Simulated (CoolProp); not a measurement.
Vapour pressure (MPa) of hexamethyldisiloxane (MM): the reference equation beside estimates from Tc = 245.6 °C, pc = 1.931 MPa, ω = 0.418. Clausius-Clapeyron is anchored at 37.05 °C with a constant enthalpy of vaporisation of 36.28 kJ/mol.

Computed with CoolProp (reference Helmholtz-energy equation of state, Thol 2016).

```
T (°C)  reference  Lee-Kesler  Clausius-Clapeyron  van der Waals  Redlich-Kwong  Soave-Redlich-Kwong  Peng-Robinson
------  ---------  ----------  ------------------  -------------  -------------  -------------------  -------------
-37.15   8.197e-5    8.284e-5           0.0001198        0.02753       0.001065             8.538e-5      0.0001002
-12.45  0.0005902   0.0005815           0.0006904        0.05558       0.004685            0.0005956      0.0006618
12.35    0.002833    0.002774            0.002954         0.1001        0.01504             0.002818       0.003009
37.05    0.009975    0.009804            0.009975         0.1646        0.03820             0.009882        0.01026
61.75     0.02799     0.02773             0.02815         0.2530        0.08208              0.02779        0.02828
86.55     0.06629     0.06623             0.06911         0.3690         0.1559              0.06618        0.06644
111.25     0.1370      0.1377              0.1507         0.5146         0.2684               0.1378         0.1370
136.05     0.2559      0.2582              0.2998         0.6938         0.4296               0.2594         0.2566
160.75     0.4399      0.4446              0.5500         0.9072         0.6469               0.4490         0.4432
```

Absolute difference from the reference over all 9 rows, mean and median: Lee-Kesler 1.1 and 1.1 %, Clausius-Clapeyron 13.8 and 10.0 %, van der Waals 5511.1 and 803.9 %, Redlich-Kwong 349.6 and 193.2 %, Soave-Redlich-Kwong 1.3 and 0.9 %, Peng-Robinson 5.1 and 1.0 %.
